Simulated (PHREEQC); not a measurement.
A PHREEQC speciation (ion-association model, phreeqc.dat) at 25 °C gives pH 6.00 and these molalities:

```tsv
species	mol/kgw
Mn+2	0.0722
SO4-2	0.0643
MnSO4	0.0558
Cl-	0.0239
Zn+2	0.00550
ZnSO4	0.00498
Zn(SO4)2-2	0.00242
MnCl+	0.00196
Na+	0.000222
F-	0.000208
ZnCl+	9.09e-5
MnF+	2.84e-5
NaSO4-	1.81e-5
MnCl2	9.32e-6
ZnF+	3.81e-6
HSO4-	2.14e-6
ZnOH+	2.11e-6
H+	1.28e-6
ZnCl2	1.00e-6
MnOH+	7.50e-7
ZnOHCl	7.13e-7
HF	1.96e-7
```

### Question
What are the element totals, and what could have been dissolved in 1 kg of water to give them?

### Answer
This is not unique; one that fits is totals Cl 0.0260, F 0.000240, Mn(2) 0.130, Na 0.000240, S(6) 0.130, Zn 0.0130 mol/kgw, from 130 mmol/kgw MnSO4, 13 mmol/kgw ZnCl2 and 0.24 mmol/kgw NaF.

No solid was allowed to form.
